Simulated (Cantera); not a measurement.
Charge: 1 mol C2F6, 0.83 mol F2, held at 0.0900 Torr.

Equilibrium computed with Cantera from the NASA thermochemical tables; the gas is ideal and each condensed phase is pure. Candidate condensed phases: C; 13 gas species. The feed counts by its element totals alone. Gases not in the tables: C2F6 and larger saturated fluorocarbons. The numbers say what is thermodynamically allowed, not how fast it happens.

### Question
Which condensed phases are stable at each of these points (T (K)): 900, 975, 1050, 1125, 1200, 1275, 1350, 1425, 1500, 1575, 1650, 1725, 1800, 1875?

### Answer
```csv
T (K),condensed phases,C condensed (%)
900,C(graphite),4.2
975,C(graphite),4.2
1050,C(graphite),4.2
1125,C(graphite),4.2
1200,C(graphite),4.2
1275,C(graphite),4.2
1350,C(graphite),4.2
1425,C(graphite),4.2
1500,C(graphite),4.1
1575,C(graphite),3.8
1650,C(graphite),3.2
1725,C(graphite),1.9
1800,gas only,0.0
1875,gas only,0.0
```

From 900 K to 1725 K the condensed part is C(graphite). From 1800 K to 1875 K nothing is condensed.
